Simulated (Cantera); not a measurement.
Input: 1 mol Al, 0.88 mol N₂, 600 mol H₂, equilibrated at 1923.15 K and 1.00 bar.

Equilibrium computed with Cantera from the NASA thermochemical tables; the gas is ideal and each condensed phase is pure. Candidate condensed phases: Al, AlN; 13 gas species. The numbers say what is thermodynamically allowed, not how fast it happens.

Base state: H₂ 0.998, H 0.000942, N₂ 0.000742, Al 0.000165, AlH 5.50e-5 (mole fractions); condensed: AlN(s).

Task: What changes in the equilibrium state with this change: pressure from 1.00 bar to 0.00360 bar?

Result: 
```csv
species,before,after
H₂,0.998,0.981
H,0.000942,0.0156
Al,0.000165,0.00162
N₂,0.000742,0.00145
AlH,5.50e-5,3.20e-5
"AlN(s), mol",0.868,0
```
